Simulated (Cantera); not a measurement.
Input: 1 mol AlN, 0.61 mol H₂O, at 2.40 Pa.

Cantera equilibrium calculation (NASA polynomials, part measured and part estimated; ideal gas, pure solids and liquids). Candidate condensed phases: Al, AlN, Al₂O₃, H₂O; 35 gas species. Mutual solubility and eutectic melting of coexisting phases are not modelled. Equilibrium is a limit: real reactors are often held back by kinetics, nucleation or transport.

Problem. At 1225 °C, list the 5 most abundant gas species with their mole fractions, and the condensed phases.

Solution. H₂ 0.746, N₂ 0.250, H 0.00303, Al 0.000983, Al₂O 8.45e-5. Condensed: AlN(s) + Al₂O₃(s).
